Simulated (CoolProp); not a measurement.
Computed with CoolProp (reference Helmholtz-energy equation of state, Bücker 2006).

For isobutane, give the phase and the density (kg/m³), cv (kJ/(kg K)) at 384.1 K and 1.38 MPa; 397.8 K and 1.38 MPa.


- 384.1 K and 1.38 MPa: gas; density 30.7, cv 2.00
- 397.8 K and 1.38 MPa: gas; density 28.8, cv 2.05
